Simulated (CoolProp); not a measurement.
Octamethyltrisiloxane (MDM) along the isobar 66.2 bar: Z from the reference equation and from simpler models built on Tc = 292.2 °C, pc = 14.38 bar, ω = 0.528; each cubic takes its own stable root.

Model: reference Helmholtz-energy equation of state, Thol 2017, in CoolProp.

| T (°C) | phase | reference | van der Waals | Redlich-Kwong |
|---|---|---|---|---|
| 205.75 | liquid | 0.6111 | 0.9162 | 0.6783 |
| 215.35 | liquid | 0.6091 | 0.9060 | 0.6745 |
| 224.95 | liquid | 0.6078 | 0.8964 | 0.6711 |
| 234.55 | liquid | 0.6070 | 0.8873 | 0.6683 |
| 244.15 | liquid | 0.6068 | 0.8788 | 0.6660 |
| 253.75 | liquid | 0.6072 | 0.8709 | 0.6642 |
| 263.35 | liquid | 0.6083 | 0.8634 | 0.6629 |
| 273.05 | liquid | 0.6100 | 0.8564 | 0.6621 |
| 282.65 | liquid | 0.6125 | 0.8499 | 0.6617 |
| 292.25 | supercritical | 0.6157 | 0.8438 | 0.6619 |
| 301.85 | supercritical | 0.6196 | 0.8382 | 0.6626 |
